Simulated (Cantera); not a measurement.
Feed: 1 mol SiH₄, 0.23 mol CO₂, 0.14 mol H₂, 0.13 mol H₂O, held at 725 °C and 0.0100 bar.

Cantera equilibrium calculation (NASA polynomials, part measured and part estimated; ideal gas, pure solids and liquids). Candidate condensed phases: C, C₆H₆, C₇H₈, C₈H₁₈, H₂O, Si, SiC, SiO₂; 123 gas species. Rates play no part.

Task: What is the equilibrium state?

Result: 
| Property | Value |
|---|---|
| x(H₂) | 1.00 |
| n(Si(s)) | 0.475 mol |
| n(SiC(s)) | 0.230 mol |
| n(SiO₂(β-quartz)) | 0.295 mol |
| gas amount | 2.270 mol |
| log10 activity of C(graphite) (absent) | -3.42 |
